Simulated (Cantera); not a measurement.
**Diamond growth**

A diamond (100) surface in a fixed gas of H2 with x(CH4) = 0.0058, x(H) = 0.0089, x(CH3) = 1.8e-05, 38.3 Torr; coverages are run to steady state.

Cantera simulation using the Harris–Goodwin 1993 mechanism for the reconstructed diamond (100) surface; the numbers are that mechanism's predictions, not measurements.

| T (K) | growth (µm/h) | θ c6HH | θ c6H* | θ c6*H | θ c6** | θ c6HM |
|---|---|---|---|---|---|---|
| 900 | 0.288 | 0.691 | 0.0105 | 0.292 | 0.00439 | 0.00171 |
| 950 | 0.379 | 0.642 | 0.0142 | 0.335 | 0.00670 | 0.00136 |
| 1000 | 0.477 | 0.596 | 0.0184 | 0.374 | 0.00975 | 0.00108 |
| 1050 | 0.565 | 0.552 | 0.0230 | 0.410 | 0.0136 | 0.000843 |
| 1100 | 0.608 | 0.512 | 0.0279 | 0.441 | 0.0183 | 0.000617 |
| 1150 | 0.565 | 0.474 | 0.0331 | 0.468 | 0.0238 | 0.000396 |
| 1200 | 0.445 | 0.440 | 0.0385 | 0.491 | 0.0301 | 0.000212 |
| 1250 | 0.325 | 0.409 | 0.0439 | 0.510 | 0.0372 | 9.72e-5 |
| 1300 | 0.254 | 0.381 | 0.0492 | 0.525 | 0.0449 | 4.10e-5 |
| 1350 | 0.229 | 0.356 | 0.0545 | 0.536 | 0.0531 | 1.69e-5 |
| 1400 | 0.223 | 0.334 | 0.0596 | 0.545 | 0.0616 | 6.87e-6 |
θ: site fractions in the mechanism's names (c6HH fully hydrogenated, c6H* and c6*H radical sites, c6** diradical, c6HM methylated).
